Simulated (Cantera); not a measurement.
An adiabatic, constant-pressure homogeneous reactor starts with 4.42 % CH3OH, 20.1 % O2, 75.5 % N2, equivalence ratio 0.33, at 1373 K and 3.30 bar.

Cantera simulation using GRI-Mech 3.0 (53 species, 325 reactions); the numbers are that mechanism's predictions, not measurements. GRI-Mech 3.0 was tuned for natural gas; its chemistry of methanol as a main component is partial and can be far from experiment.

x: mole fraction; the columns are a selection and need not sum to one.

```
t (s)     T (K)  x CH3OH   x O2    x CO2      x H2   x CH2O   x CH2CO
--------  -----  -------  -----  -------  --------  -------  --------
5.00e-6    1373   0.0441  0.201  1.45e-7   1.30e-6  3.17e-6    <1e-12
1.69e-5    1373   0.0441  0.201  4.93e-7   4.92e-6  1.25e-5    <1e-12
5.74e-5    1373   0.0441  0.201  1.68e-6   2.22e-5  5.82e-5  1.14e-12
0.000195   1374   0.0433  0.200      ___       ___      ___  2.52e-11
0.000660   2127   <1e-12  0.131   0.0428  0.000106   <1e-12    <1e-12
0.00224    2128   <1e-12  0.131   0.0429   9.35e-5   <1e-12    <1e-12
0.00758    2128   <1e-12  0.131   0.0429   9.33e-5   <1e-12    <1e-12
0.0257     2127   <1e-12  0.131   0.0429   9.29e-5   <1e-12    <1e-12
0.0871     2125   <1e-12  0.130   0.0429   9.16e-5   <1e-12    <1e-12
0.295      2119   <1e-12  0.129   0.0429   8.84e-5   <1e-12    <1e-12
1.00       2112   <1e-12  0.127   0.0429   8.52e-5   <1e-12    <1e-12
```

### Question
Fill in the missing entries.

### Answer

- 0.000195, x CO2: 5.92e-6
- 0.000195, x H2: 0.000260
- 0.000195, x CH2O: 0.000736
